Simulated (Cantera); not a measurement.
Cantera run:

```python
import numpy as np
import cantera as ct

gas_names = """
    C CH CH2 CH3 CH2OH CH3O CH4 CH3OH CO CO2 COOH C2 C2H CHCO,ketyl C2H2,acetylene C2H2,vinylidene
    CH2CO,ketene C2H3,vinyl CH3CO,acetyl C2H4 C2H4O,ethylen CH3CHO,ethanal CH3COOH (HCOOH)2 C2H5 C2H6
    CH3OCH3 C2H5OH C2O C3 C3H3,propargyl C3H4,allene C3H4,propyne C3H4,cyclo- C3H5,allyl C3H6,propylene
    C3H6,cyclo- C3H6O C3H7,n-propyl C3H7,i-propyl C3H8 C3H8O,1propanol C3H8O,2propanol C3O2 C4 C4H2
    C4H4,1,3-cyclo- C4H6,butadiene C4H6,2-butyne C4H6,cyclo- C4H8,1-butene C4H8,cis2-buten
    C4H8,tr2-butene C4H8,isobutene C4H8,cyclo- (CH3COOH)2 C4H9,n-butyl C4H9,i-butyl C4H9,s-butyl
    C4H9,t-butyl C4H10,isobutane C4H10,n-butane C5 C5H6,1,3cyclo- C5H8,cyclo- C5H10,1-pentene
    C5H10,cyclo- C5H11,pentyl C5H11,t-pentyl C5H12,n-pentane C5H12,i-pentane CH3C(CH3)2CH3 C6H2
    C6H5,phenyl C6H5O,phenoxy C6H6 C6H5OH,phenol C6H10,cyclo- C6H12,1-hexene C6H12,cyclo- C6H13,n-hexyl
    C7H7,benzyl C7H8 C7H8O,cresol C7H14,1-heptene C7H15,n-heptyl C7H16,n-heptane C8H8,styrene
    C8H10,ethylbenz C8H16,1-octene C8H17,n-octyl C8H18,isooctane C8H18,n-octane C9H19,n-nonyl
    C10H8,naphthale C10H21,n-decyl C12H9,o-bipheny C12H10,bipheny Fe FeC5O5 FeO Fe(OH)2 H HCO HO2 H2
    HCHO,formaldehy HCOOH H2O H2O2 O OH O2 O3
""".split()
cond_names = """
    C(gr) C6H6(L) C7H8(L) C8H18(L),n-octa Fe(a) Fe(c) Fe(d) Fe(L) FeC5O5(L) FeO(s) FeO(L) Fe(OH)2(s)
    Fe(OH)3(s) Fe2O3(s) Fe3O4(s) H2O(s) H2O(L)
""".split()


def load(file, names, dense=False):
    # The tables refer to 1 bar. Condensed volumes are neglected.
    table = {s.name: s for s in ct.Species.list_from_file(file)}
    out = []
    for n in names:
        d = dict(table[n].input_data)
        d["thermo"] = dict(d["thermo"], **{"reference-pressure": 1e5})
        if dense:
            d["equation-of-state"] = {"model": "constant-volume", "density": "1e6 g/cm^3"}
        out.append(ct.Species.from_dict(d))
    return out


gas = ct.Solution(thermo="ideal-gas", species=load("nasa_gas.yaml", gas_names))
cond = {s.name: ct.Solution(thermo="fixed-stoichiometry", species=[s], name=s.name)
        for s in load("nasa_condensed.yaml", cond_names, dense=True)}
atoms = {
    'Fe': {'Fe': 1},
    'H2O': {'H': 2, 'O': 1},
    'CO': {'C': 1, 'O': 1},
}
top_T = {'C(gr)': 4500, 'Fe2O3(s)': 1830, 'Fe3O4(s)': 1870}  # K; cautious upper limits of use, not melting points


def equilibrate(T, P, feed):
    n = {}
    for name, mol in feed.items():
        for a, k in atoms[name].items():
            n[a] = n.get(a, 0.0) + k * mol
    gas.TPX = T, P, n
    mass = sum(n.values()) * gas.mean_molecular_weight
    gas.equilibrate("TP")
    valid = [c for c in cond.values() if c.min_temp <= T <= top_T.get(c.name, c.max_temp)]
    mix = ct.Mixture([(gas, mass / gas.mean_molecular_weight)] + [(c, 0.0) for c in valid])
    mix.T, mix.P = T, P
    mix.equilibrate("TP", solver="vcs", rtol=1e-11, max_steps=5000)
    return mix


results = []
feed = {'Fe': 1, 'H2O': 0.055, 'CO': 0.69}  # mol
P = 330  # Pa
for T in [1475, 1500, 1525, 1550, 1575, 1600, 1625, 1650, 1675, 1700, 1725]:
    mix = equilibrate(T, P, feed)
    results.append((T, P, feed, dict(zip(mix.species_names, mix.species_moles))))
    x = sorted(zip(gas.X, gas.species_names), reverse=True)
    print(f"T = {T:g} K  P = {P:g} Pa  gas = {mix.phase_moles(0):.4g} mol")
    print("   x: " + "  ".join(f"{s} {v:.3e}" for v, s in x if v > 1e-06))
    print("   condensed (mol): " + ("  ".join(f"{mix.phase(i).name} {mix.phase_moles(i):.4g}"
          for i in range(1, mix.n_phases) if mix.phase_moles(i) > 1e-12) or "none"))
```

It prints:

```
T = 1475 K  P = 330 Pa  gas = 0.745 mol
   x: CO 8.636e-01  CO2 6.257e-02  H2 6.254e-02  H2O 1.125e-02  H 5.646e-05  Fe 2.647e-05
   condensed (mol): Fe(c) 1
T = 1500 K  P = 330 Pa  gas = 0.7451 mol
   x: CO 8.639e-01  CO2 6.223e-02  H2 6.219e-02  H2O 1.159e-02  H 7.642e-05  Fe 4.545e-05
   condensed (mol): Fe(c) 1
T = 1525 K  P = 330 Pa  gas = 0.7451 mol
   x: CO 8.642e-01  CO2 6.189e-02  H2 6.184e-02  H2O 1.192e-02  H 1.024e-04  Fe 7.664e-05
   condensed (mol): Fe(c) 0.9999
T = 1550 K  P = 330 Pa  gas = 0.7451 mol
   x: CO 8.644e-01  CO2 6.156e-02  H2 6.149e-02  H2O 1.225e-02  H 1.360e-04  Fe 1.270e-04
   condensed (mol): Fe(c) 0.9999
T = 1575 K  P = 330 Pa  gas = 0.7452 mol
   x: CO 8.647e-01  CO2 6.124e-02  H2 6.115e-02  H2O 1.256e-02  Fe 2.070e-04  H 1.789e-04  OH 1.335e-06
   condensed (mol): Fe(c) 0.9998
T = 1600 K  P = 330 Pa  gas = 0.7453 mol
   x: CO 8.648e-01  CO2 6.092e-02  H2 6.080e-02  H2O 1.287e-02  Fe 3.323e-04  H 2.334e-04  OH 1.935e-06
   condensed (mol): Fe(c) 0.9998
T = 1625 K  P = 330 Pa  gas = 0.7455 mol
   x: CO 8.649e-01  CO2 6.060e-02  H2 6.045e-02  H2O 1.317e-02  Fe 5.253e-04  H 3.020e-04  OH 2.770e-06
   condensed (mol): Fe(c) 0.9996
T = 1650 K  P = 330 Pa  gas = 0.7458 mol
   x: CO 8.649e-01  CO2 6.029e-02  H2 6.010e-02  H2O 1.346e-02  Fe 8.186e-04  H 3.877e-04  OH 3.922e-06  FeO 1.314e-06
   condensed (mol): Fe(c) 0.9994
T = 1675 K  P = 330 Pa  gas = 0.7461 mol
   x: CO 8.648e-01  CO2 5.997e-02  H2 5.973e-02  H2O 1.373e-02  Fe 1.258e-03  H 4.940e-04  OH 5.493e-06  FeO 2.263e-06
   condensed (mol): Fe(d) 0.9991
T = 1700 K  P = 330 Pa  gas = 0.7467 mol
   x: CO 8.645e-01  CO2 5.965e-02  H2 5.935e-02  H2O 1.400e-02  Fe 1.907e-03  H 6.249e-04  OH 7.615e-06  FeO 3.830e-06
   condensed (mol): Fe(d) 0.9986
T = 1725 K  P = 330 Pa  gas = 0.7474 mol
   x: CO 8.638e-01  CO2 5.932e-02  H2 5.894e-02  H2O 1.424e-02  Fe 2.855e-03  H 7.849e-04  OH 1.045e-05  FeO 6.380e-06
   condensed (mol): Fe(d) 0.9979
```

Equilibrium computed with Cantera from the NASA thermochemical tables; the gas is ideal and each condensed phase is pure.
